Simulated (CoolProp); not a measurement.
n-perfluorobutane along the isotherm -52.75 °C: density (kg/m³) from the reference equation and from simpler models built on Tc = 113.2 °C, pc = 2322 kPa, ω = 0.372; each cubic takes its own stable root.

Computed with CoolProp (reference Helmholtz-energy equation of state, Gao 2022).

| p (kPa) | phase | reference |
|---|---|---|
| 18.4 | liquid | 1771 |
| 28.6 | liquid | 1771 |
| 44.5 | liquid | 1771 |
| 69.3 | liquid | 1771 |
| 108 | liquid | 1771 |
| 168 | liquid | 1771 |
| 262 | liquid | 1772 |
| 407 | liquid | 1772 |
| 634 | liquid | 1773 |
| 988 | liquid | 1774 |
| 1540 | liquid | 1776 |
| 2390 | liquid | 1778 |
| 3730 | liquid | 1783 |
| 5810 | liquid | 1789 |

**Question.** How far does each simpler model (van der Waals, Redlich-Kwong, Soave-Redlich-Kwong, Peng-Robinson) lie from the reference over these 14 states: mean and median of the absolute difference, and the worst?

**Answer.** 
- van der Waals: mean 60.2 %, median 38.9 %, worst -99.9 % at -52.75 °C and 18.4 kPa
- Redlich-Kwong: mean 16.0 %, median 9.7 %, worst -99.9 % at -52.75 °C and 18.4 kPa
- Soave-Redlich-Kwong: mean 5.8 %, median 5.9 %, worst -5.9 % at -52.75 °C and 18.4 kPa
- Peng-Robinson: mean 6.1 %, median 6.0 %, worst +6.2 % at -52.75 °C and 5810 kPa

At some of these states van der Waals, Redlich-Kwong gives the other phase, because its saturation line lies elsewhere.
